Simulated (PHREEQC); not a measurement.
Make-up at 57 °C: 59 mmol/kgw HF, 0.86 mmol/kgw NH4F and 73 mmol/kgw H3PO4. Closed to the air; pH follows from the charge balance.

Model: ion-association model, phreeqc.dat, run in PHREEQC.

| quantity | before | after |
|---|---|---|
| pH | 1.77 | 2.19 |
| ionic strength (mol/kgw) | 0.0199 | 0.00726 |
| H3PO4 (mol/kgw) | 0.0549 | 0.00806 |
| H2PO4- (mol/kgw) | 0.0181 | 0.00654 |
| F- (mol/kgw) | 0.00145 | 0.000688 |

Name the change that produced these shifts.
(A) HF replaced by NaF at the same molality
(B) diluted 5-fold with water
(C) H3PO4 from 0.073 to 0.109 mol/kgw
(D) H3PO4 from 0.073 to 0.0657 mol/kgw
(E) NH4F from 0.00086 to 0.0043 mol/kgw

B, diluted 5-fold with water

Precipitation was switched off in this run. At this temperature some constants are extrapolated from 25 °C, and those without enthalpy data are left unchanged.
